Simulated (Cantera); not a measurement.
Charge: 1 mol SiCl4, 0.025 mol C2H2, 1400 mol H2, held at 90.0 Torr.

Method: chemical equilibrium by Gibbs-energy minimisation in Cantera with the NASA 1993 tables (ideal gas, pure condensed phases). Candidate condensed phases: C, C6H6, C7H8, C8H18, Si, SiC; 109 gas species. Mutual solubility and eutectic melting of coexisting phases are not modelled. Gases not in the tables: Si2H6 and higher silanes. Equilibrium is a limit: real reactors are often held back by kinetics, nucleation or transport.

**Question.** Which condensed phases are stable at each of these points (T (°C)): 825, 925, 1025, 1125, 1225, 1325, 1425, 1525?

**Answer.** 
| T (°C) | condensed phases | Si condensed (%) |
|---|---|---|
| 825 | Si(s) + SiC(s) | 95.3 |
| 925 | Si(s) + SiC(s) | 96.8 |
| 1025 | Si(s) + SiC(s) | 96.8 |
| 1125 | Si(s) + SiC(s) | 96.6 |
| 1225 | Si(s) + SiC(s) | 96.2 |
| 1325 | Si(s) + SiC(s) | 95.2 |
| 1425 | Si(l) + SiC(s) | 92.7 |
| 1525 | Si(l) + SiC(s) | 86.9 |

From 825 °C to 1325 °C the condensed part is Si(s) + SiC(s). From 1425 °C to 1525 °C the condensed part is Si(l) + SiC(s).
